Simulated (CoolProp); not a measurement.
Chloromethane (R40) at 298.15 K and 0.108 MPa is throttled through a valve to 0.0074 MPa with no heat exchange. Each further row changes one setting.

Values from CoolProp's reference Helmholtz-energy equation of state, Thol 2014.

| case | temperature change (K) | final density (kg/m³) |
|---|---|---|
| as stated | -3.8 | 0.153 |
| outlet pressure 0.00222 MPa | -4.0 | 0.0458 |
| outlet pressure 0.00962 MPa | -3.7 | 0.199 |
